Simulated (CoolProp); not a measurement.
Computed with CoolProp (reference Helmholtz-energy equation of state, Thol 2022).

### Question
For vinyl chloride, give the phase and the cv (kJ/(kg K)), Joule-Thomson coefficient (K/MPa) at 156.85 °C and 0.0885 MPa; 156.85 °C and 0.334 MPa; 156.85 °C and 4.76 MPa.

### Answer
- 156.85 °C and 0.0885 MPa: gas; cv 0.958, Joule-Thomson coefficient 9.51
- 156.85 °C and 0.334 MPa: gas; cv 0.961, Joule-Thomson coefficient 9.66
- 156.85 °C and 4.76 MPa: gas; cv 1.08, Joule-Thomson coefficient 14.0
